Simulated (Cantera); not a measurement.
Standard-state values (1 bar) from the NASA 1993 polynomials, evaluated with Cantera. Values are per mole of reaction as written; species without (g) are pure solids or liquids, kept so even where they would boil at 1 bar.

S2(g) + 2 PbF2 = 2 F2(g) + 2 PbS

```csv
T (K),ΔH° (kJ),ΔS° (J/K),ΔG° (kJ),log10 K
375,___,___,___,___
450,1026.1,126.7,969.1,-112.49
525,1024.4,123.2,959.8,-95.49
600,___,___,___,___
675,___,___,___,___
750,___,___,___,___
```

Complete the blanks.


- 375, ΔH° (kJ): 1027.6
- 375, ΔS° (J/K): 130.3
- 375, ΔG° (kJ): 978.8
- 375, log10 K: -136.33
- 600, ΔH° (kJ): 1019.2
- 600, ΔS° (J/K): 114.0
- 600, ΔG° (kJ): 950.7
- 600, log10 K: -82.77
- 675, ΔH° (kJ): 1010.9
- 675, ΔS° (J/K): 101.2
- 675, ΔG° (kJ): 942.6
- 675, log10 K: -72.94
- 750, ΔH° (kJ): 1001.6
- 750, ΔS° (J/K): 88.0
- 750, ΔG° (kJ): 935.6
- 750, log10 K: -65.16
